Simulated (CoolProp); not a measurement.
Vapour-liquid equilibrium of toluene (1) + o-xylene (2) at 1.21 MPa; x and y are mole fractions of (1).

Values from CoolProp's multi-fluid Helmholtz-energy mixture model, Lemmon 2006 and Zhou 2012; pair parameters Bell 2016.

Task: Give the bubble temperature and the first vapour's composition at x = 0.25, 0.35, 0.65. Is there an azeotrope?

Result: x = 0.25: 531.8 K, y = 0.343; x = 0.35: 527.2 K, y = 0.460; x = 0.65: 514.4 K, y = 0.751. No azeotrope shows between x = 0.05 and 0.95.

The pair parameters rest on a limited set of measurements; away from them the model extrapolates.
